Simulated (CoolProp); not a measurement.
The fluid at 225.83 K and 10.4 MPa is compressed adiabatically to 38 MPa with isentropic efficiency 0.9. The same conditions are run with several fluids, on thermodynamics alone (safety and materials aside).

Model: reference Helmholtz-energy equation of state of each fluid (methane: Setzmann 1991; carbon monoxide: Lemmon 2006; dry air: Lemmon 2000; oxygen: Schmidt 1985; nitrogen: Span 2000), in CoolProp. Blends and air are pseudo-pure fits.

Problem. Rank methane, carbon monoxide, dry air, oxygen, nitrogen by work (kJ/kg), highest first.

Solution. methane (139), nitrogen (123), carbon monoxide (121), dry air (116), oxygen (94.3)

| fluid | final temperature (K) | final density (kg/m³) |
|---|---|---|
| methane | 289.1 | 251 |
| carbon monoxide | 334.2 | 315 |
| dry air | 335.4 | 331 |
| oxygen | 333.2 | 410 |
| nitrogen | 335.9 | 311 |

Above 300 K oxygen's equation is extrapolated.
